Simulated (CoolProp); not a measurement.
Model: reference Helmholtz-energy equation of state, Thol 2014, in CoolProp.

For diethyl ether, give the phase and the cp (kJ/(kg K)), speed of sound (m/s) at 548 K and 0.0992 MPa; 548 K and 1.76 MPa.


- 548 K and 0.0992 MPa: gas; cp 2.38, speed of sound 253
- 548 K and 1.76 MPa: gas; cp 2.48, speed of sound 232
